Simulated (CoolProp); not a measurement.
Vapour pressure (MPa) of R124: the reference equation beside estimates from Tc = 122.3 °C, pc = 3.624 MPa, ω = 0.288. Clausius-Clapeyron is anchored at 24.35 °C with a constant enthalpy of vaporisation of 20.05 kJ/mol.

Values from CoolProp's reference Helmholtz-energy equation of state, de Vries 1995.

```json
[
 {"T (°C)": "-37.35", "reference": "0.03050", "Clausius-Clapeyron": "0.04496", "Soave-Redlich-Kwong": "0.03025", "Peng-Robinson": "0.03102"},
 {"T (°C)": "-16.85", "reference": "0.08219", "Clausius-Clapeyron": "___", "Soave-Redlich-Kwong": "___", "Peng-Robinson": "0.08244"},
 {"T (°C)": "3.75", "reference": "0.1874", "Clausius-Clapeyron": "0.2052", "Soave-Redlich-Kwong": "0.1873", "Peng-Robinson": "0.1867"},
 {"T (°C)": "24.35", "reference": "0.3750", "Clausius-Clapeyron": "0.3750", "Soave-Redlich-Kwong": "0.3767", "Peng-Robinson": "___"},
 {"T (°C)": "44.85", "reference": "0.6773", "Clausius-Clapeyron": "0.6325", "Soave-Redlich-Kwong": "0.6835", "Peng-Robinson": "0.6746"},
 {"T (°C)": "65.45", "reference": "1.136", "Clausius-Clapeyron": "1.003", "Soave-Redlich-Kwong": "___", "Peng-Robinson": "___"},
 {"T (°C)": "86.05", "reference": "1.793", "Clausius-Clapeyron": "___", "Soave-Redlich-Kwong": "1.819", "Peng-Robinson": "1.799"},
 {"T (°C)": "106.55", "reference": "2.700", "Clausius-Clapeyron": "2.169", "Soave-Redlich-Kwong": "2.729", "Peng-Robinson": "2.714"}
]
```

Problem. Fill in the missing entries.

Solution. 
- -16.85, Clausius-Clapeyron: 0.1019
- -16.85, Soave-Redlich-Kwong: 0.08177
- 24.35, Peng-Robinson: 0.3730
- 65.45, Soave-Redlich-Kwong: 1.150
- 65.45, Peng-Robinson: 1.135
- 86.05, Clausius-Clapeyron: 1.510

Absolute difference from the reference over all 8 rows, mean and median: Clausius-Clapeyron 16.8 and 13.7 %, Soave-Redlich-Kwong 0.8 and 0.9 %, Peng-Robinson 0.5 and 0.4 %.
